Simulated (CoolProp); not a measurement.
Computed with CoolProp (reference Helmholtz-energy equation of state, Akasaka 2015).

Problem. For R245fa, give the phase and the density (kg/m³), speed of sound (m/s), Joule-Thomson coefficient (K/MPa), expansivity (1/kK) at 423.5 K and 23.2 bar.

Solution. 
- 423.5 K and 23.2 bar: gas; density 122, speed of sound 126, Joule-Thomson coefficient 13.0, expansivity 7.67
